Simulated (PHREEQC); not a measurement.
PHREEQC input (ion-association model, wateq4f.dat):

```
SOLUTION_MASTER_SPECIES
  An  An-  0  An  62.0  # stands for a non-complexing anion
SOLUTION_SPECIES
  An- = An-
    -log_k 0
    -gamma 3.0 0
PHASES
  Fix_H+
    H+ = H+
    -log_k 0
SOLUTION 1
  temp 25
  units mmol/kgw
  pH 7 charge
  Na 1
  An 1
END
SELECTED_OUTPUT 1
  -reset false
  -pH true
  -pe true
  -ionic_strength true
  -water true
  -totals Na
  -molalities Hfo_wOH Hfo_wOH2+ Hfo_wO- Hfo_sOH Hfo_sOH2+ Hfo_sO-
USER_PUNCH 1
  -headings sigma psi
  10 PUNCH EDL("sigma", "Hfo"), EDL("psi", "Hfo")
PRINT
  -reset false
USE solution 1
SURFACE 1
  Hfo_wOH 0.0058427 600 2.6
  Hfo_sOH 0.000146067
EQUILIBRIUM_PHASES 1
  Fix_H+ -4 HAn 10
    -force_equality true
  O2(g) -0.68 10
END
# ... the last block is repeated for the other 12 points of pH, with NaOH or the acid as the point needs
```

Selected output (columns that matter, 13 of 13 rows; pH added in front):

```
pH	mu	Na	m_Hfo_wOH	m_Hfo_wOH2+	m_Hfo_wO-	m_Hfo_sOH	m_Hfo_sOH2+	m_Hfo_sO-	sigma	psi
4	0.0022826	0.001	0.0033332	0.0024036	0.00010589	8.333e-05	6.009e-05	2.6473e-06	0.14568	0.20302
4.67	0.0016706	0.001	0.0040757	0.0015159	0.00025104	0.00010189	3.7898e-05	6.2759e-06	0.080195	0.1804
5.33	0.0013398	0.001	0.0043678	0.0010642	0.0004107	0.0001092	2.6604e-05	1.0267e-05	0.041431	0.15222
6	0.0011629	0.001	0.004457	0.00085071	0.00053495	0.00011143	2.1268e-05	1.3374e-05	0.02002	0.11886
6.67	0.0010744	0.001	0.0044791	0.0007542	0.00060939	0.00011198	1.8855e-05	1.5235e-05	0.0091807	0.082446
7.33	0.0010303	0.001	0.004484	0.00070881	0.00064984	0.0001121	1.772e-05	1.6246e-05	0.0037387	0.045026
8	0.0010037	0.001	0.004485	0.00068249	0.0006752	0.00011212	1.7062e-05	1.688e-05	0.00046193	0.0063693
8.67	0.0010253	0.0010457	0.0044846	0.00065914	0.00069899	0.00011211	1.6478e-05	1.7475e-05	-0.0025265	-0.032373
9.33	0.0010791	0.0011361	0.0044815	0.00062504	0.00073612	0.00011204	1.5626e-05	1.8403e-05	-0.0070428	-0.070069
10	0.0012357	0.0013673	0.0044665	0.00055976	0.00081645	0.00011166	1.3994e-05	2.0411e-05	-0.016274	-0.10696
10.67	0.0017976	0.0021042	0.0043863	0.00042903	0.0010273	0.00010966	1.0726e-05	2.5683e-05	-0.037934	-0.14022
11.33	0.0040312	0.0047685	0.0039683	0.00021779	0.0016564	9.9208e-05	5.4448e-06	4.141e-05	-0.091213	-0.16442
12	0.013976	0.015646	0.0024981	4.3308e-05	0.003301	6.2451e-05	1.0827e-06	8.2524e-05	-0.20655	-0.17445
```
